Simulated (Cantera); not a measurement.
Feed: 1 mol MgO, 0.1 mol H2S, 4.5 mol O2, held at 977 °C and 7.50 Torr.

These are equilibrium values from Cantera (NASA tables, ideal gas, pure condensed phases), not measurements of a reactor. Candidate condensed phases: H2O, H2SO4, Mg, MgO, Mg(OH)2, MgS, MgSO4, S; 26 gas species. Kinetics and transport are ignored.

Question: What is the equilibrium state?

Answer: 
```json
{
 "x(O2)": "0.956",
 "x(H2O)": "0.0220",
 "x(SO2)": "0.0216",
 "x(SO3)": "0.000369",
 "x(OH)": "1.24e-5",
 "n(MgO(s))": "1.00 mol",
 "gas_amount": "4.549 mol",
 "log10 activity of S(l) (absent)": "-13.83",
 "log10 activity of Mg(l) (absent)": "-18.39"
}
```
